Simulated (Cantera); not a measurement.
Gas mixture: O2 : H2O = 0.85 : 0.97 (molar parts), at 0.200 bar, frozen composition.

Cantera's kinetic-theory transport with the Lennard-Jones parameters of GRI-Mech 3.0, ideal gas; thermal conductivity in the mixture-averaged form. Polar gases are described roughly by these parameters.

D: mixture-averaged diffusion coefficient of that species in the mixture.

| T (K) | ρ (kg/m³) | cp (J/kg/K) | μ (µPa s) | λ (mW/m/K) | Pr | D (cm²/s) C2H2 | D (cm²/s) CH3 | D (cm²/s) O |
|---|---|---|---|---|---|---|---|---|
| 400 | 0.148 | 1317 | 19.5 | 35.5 | 0.724 | 1.48 | 2.00 | 3.01 |
| 550 | 0.107 | 1377 | 25.8 | 49.5 | 0.717 | 2.66 | 3.56 | 5.28 |
| 700 | 0.0843 | 1442 | (withheld) | (withheld) | 0.713 | (withheld) | (withheld) | (withheld) |
| 850 | 0.0695 | 1503 | 37.3 | 79.1 | 0.708 | 5.77 | 7.64 | 11.2 |
| 1000 | 0.0590 | 1560 | (withheld) | (withheld) | 0.705 | (withheld) | (withheld) | (withheld) |
| 1150 | 0.0513 | 1614 | 47.6 | 109 | 0.704 | 9.74 | 12.8 | 18.6 |
| 1300 | 0.0454 | 1663 | 52.4 | 124 | 0.703 | 12.0 | 15.8 | 22.8 |
| 1450 | 0.0407 | 1709 | 57.0 | 139 | 0.703 | 14.5 | 19.0 | 27.4 |

Fill in the missing entries.


- 700, μ (µPa s): 31.7
- 700, λ (mW/m/K): 64.1
- 700, D (cm²/s) C2H2: 4.10
- 700, D (cm²/s) CH3: 5.45
- 700, D (cm²/s) O: 8.01
- 1000, μ (µPa s): 42.6
- 1000, λ (mW/m/K): 94.1
- 1000, D (cm²/s) C2H2: 7.66
- 1000, D (cm²/s) CH3: 10.1
- 1000, D (cm²/s) O: 14.7
